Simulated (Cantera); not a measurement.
Input: 1 mol Al, 3 mol H2O, 7.1 mol CO, at 1123 K and 1 atm.

Equilibrium computed with Cantera from the NASA thermochemical tables; the gas is ideal and each condensed phase is pure. Candidate condensed phases: Al, Al2O3, C, C6H6, C7H8, C8H18, H2O; 121 gas species. Kinetics and transport are ignored.

Base state: CO 0.601, H2 0.250, CO2 0.102, H2O 0.0466, CH4 0.000400 (mole fractions); condensed: Al2O3(s).

Question: What changes in the equilibrium state with this change: temperature from 1123 K to 1575 K?

Answer: 
| species | before | after |
|---|---|---|
| CO | 0.601 | 0.630 |
| H2 | 0.250 | 0.222 |
| H2O | 0.0466 | 0.0751 |
| CO2 | 0.102 | 0.0734 |
| CH4 | 0.000400 | 1.76e-7 |
| H | 2.11e-8 | 1.94e-5 |
| Al2O3(s), mol | 0.500 | 0.500 |
Gases not in the tables: Al(OH)3.
